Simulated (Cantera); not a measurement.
## Thermodynamics of hydrogen reduction and annealing atmospheres, feed Al2O3 + H2 + N2

Input: 1 mol Al2O3, 2400 mol H2, 20 mol N2, at 1027 °C and 1.90 bar.

Method: chemical equilibrium by Gibbs-energy minimisation in Cantera with the NASA 1993 tables (ideal gas, pure condensed phases). Candidate condensed phases: Al, AlN, Al2O3, H2O; 35 gas species. Mutual solubility and eutectic melting of coexisting phases are not modelled. Equilibrium is a limit: real reactors are often held back by kinetics, nucleation or transport.

| Quantity | Result |
|---|---|
| x(H2) | 0.992 |
| x(N2) | 0.00825 |
| x(NH3) | 2.11e-5 |
| x(H2O) | 1.92e-6 |
| n(AlN(s)) | 0.00310 mol |
| n(Al2O3(s)) | 0.998 mol |
| gas amount | 2420 mol |
| log10 activity of Al(l) (absent) | -6.19 |
